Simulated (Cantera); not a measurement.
A freely propagating, adiabatic, planar premixed flame of C₃H₈ : O₂ : N₂ = 1 : 3.33 : 12.5 (molar parts), unburnt at 675 K and 3750 Torr; mixture-averaged transport, grid criteria slope 0.08 and curve 0.16, no radiation.

Computed with Cantera and GRI-Mech 3.0 (53 species, 325 reactions). GRI-Mech 3.0 was tuned for natural gas; its chemistry of propane as a main component is partial and can be far from experiment. Burning velocities carry a grid error of a few per cent, more on coarse grids.

Question: How do the results move with these cheaper or finer settings: unity-Lewis-number transport; multicomponent transport; multicomponent+Soret transport; grid criteria slope 0.5, curve 1; grid criteria slope 0.25, curve 0.5; grid criteria slope 0.03, curve 0.06?

Answer: 
| setting | laminar burning velocity | thermal thickness | peak x(H) | peak x(HCO) | grid points |
|---|---|---|---|---|---|
| as above | 69.8 cm/s | 0.102 mm | 0.00308 | 3.22e-5 | 141 |
| unity-Lewis-number transport | 54.3 cm/s | 0.117 mm | 0.00405 | 2.28e-5 | 153 |
| multicomponent transport | 69.7 cm/s | 0.103 mm | 0.00307 | 3.20e-5 | 141 |
| multicomponent+Soret transport | 69.0 cm/s | 0.103 mm | 0.00315 | 3.23e-5 | 141 |
| grid criteria slope 0.5, curve 1 | 74.9 cm/s | 0.120 mm | 0.00276 | 2.89e-5 | 32 |
| grid criteria slope 0.25, curve 0.5 | 72.2 cm/s | 0.108 mm | 0.00297 | 3.11e-5 | 56 |
| grid criteria slope 0.03, curve 0.06 | 69.6 cm/s | 0.100 mm | 0.00316 | 3.28e-5 | 338 |
The base run took about 11 core-seconds (a rough figure).
Unity Lewis numbers drop preferential diffusion, which matters most where H2 and H carry the flame; Soret adds thermal diffusion.
